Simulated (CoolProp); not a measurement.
A Linde-Hampson liquefier for CF4 (R14): isothermal reversible compression at 290 K from 1 atm to 40 MPa, throttling to 1 atm, return gas leaving the recuperator 5 K below the feed. Each further row changes one setting.

Computed with CoolProp (reference Helmholtz-energy equation of state, Platzer 1990). This equation is an older, rougher fit; its heat capacities, sound speeds and derivatives of the liquid may be far off and weren't checked against measurements.

```json
[
 {"case": "as stated", "liquid yield per pass": "___", "compression work (kJ/kg of gas)": "147"},
 {"case": "warm-end temperature 320 K", "liquid yield per pass": "0.242", "compression work (kJ/kg of gas)": "___"},
 {"case": "warm-end gap 10 K", "liquid yield per pass": "___", "compression work (kJ/kg of gas)": "147"}
]
```

Problem. Complete the blanks.

Solution. 
- as stated, liquid yield per pass: 0.307
- warm-end temperature 320 K, compression work (kJ/kg of gas): 169
- warm-end gap 10 K, liquid yield per pass: 0.296
